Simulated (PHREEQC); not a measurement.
Dissolve 47 mmol/kgw NH4HF2, 5.4 mmol/kgw H2SiF6, 1.6 mmol/kgw H3AsO4 and 0.069 mmol/kgw H2SO4 at 25 °C. Closed to the air; pH follows from the charge balance.

Model: ion-association model, wateq4f.dat, run in PHREEQC.

```csv
quantity,before,after
pH,2.93,2.71
ionic strength (mol/kgw),0.0538,0.0601
HF (mol/kgw),0.0430,0.0501
HF2- (mol/kgw),0.00517,0.00429
H2F2 (mol/kgw),0.00488,0.00664
```

Problem. Which change was made?
A) H2SO4 from 6.9e-05 to 0.000103 mol/kgw
B) H2SiF6 from 0.0054 to 0.0108 mol/kgw
C) diluted 5-fold with water
D) H2SiF6 replaced by LiF at the same molality
E) temperature from 25 to 60 °C

Solution. B, H2SiF6 from 0.0054 to 0.0108 mol/kgw

This is a speciation only: nothing precipitates in the calculation. wateq4f.dat counts part of the HF as a dimer, H2F2, which phreeqc.dat doesn't know; its constant is uncertain. SiF6-2 is the database's only silicon fluoride.
